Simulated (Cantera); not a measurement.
Input: 1 mol CH₃SiH₃, 0.57 mol HCl, a varied amount of H₂, held at 1000 K and 0.190 bar.

Equilibrium computed with Cantera from the NASA thermochemical tables; the gas is ideal and each condensed phase is pure. Candidate condensed phases: C, C₆H₆, C₇H₈, C₈H₁₈, Si, SiC; 109 gas species. The feed counts by its element totals alone. Equilibrium is a limit: real reactors are often held back by kinetics, nucleation or transport.

### Question
At 33 mol H₂, list the 4 most abundant gas species with their mole fractions, and the condensed phases.

### Answer
H₂ 0.985, HCl 0.0135, CH₄ 0.000575, SiCl₄ 0.000366. Condensed: SiC(s).
